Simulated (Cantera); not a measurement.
Feed: 1 mol B2O3, 25 mol NH3, 54 mol H2, at 1.33 mbar.

Cantera equilibrium calculation (NASA polynomials, part measured and part estimated; ideal gas, pure solids and liquids). Candidate condensed phases: B, BN, B2O3, B3O3H3, H2O; 39 gas species. Mutual solubility and eutectic melting of coexisting phases are not modelled. Rates play no part.

**Question.** Which condensed phases are stable at each of these points (T (K)): 1048, 1148, 1248, 1348, 1448, 1548, 1648, 1748, 1848, 1948, 2048, 2148, 2248, 2348?

**Answer.** 
| T (K) | condensed phases | B condensed (%) |
|---|---|---|
| 1048 | BN(s) + B2O3(l) | 99.8 |
| 1148 | BN(s) + B2O3(l) | 98.8 |
| 1248 | BN(s) + B2O3(l) | 94.2 |
| 1348 | BN(s) + B2O3(l) | 72.9 |
| 1448 | gas only | 0.0 |
| 1548 | gas only | 0.0 |
| 1648 | gas only | 0.0 |
| 1748 | gas only | 0.0 |
| 1848 | gas only | 0.0 |
| 1948 | gas only | 0.0 |
| 2048 | gas only | 0.0 |
| 2148 | gas only | 0.0 |
| 2248 | gas only | 0.0 |
| 2348 | gas only | 0.0 |

From 1048 K to 1348 K the condensed part is BN(s) + B2O3(l). From 1448 K to 2348 K nothing is condensed.
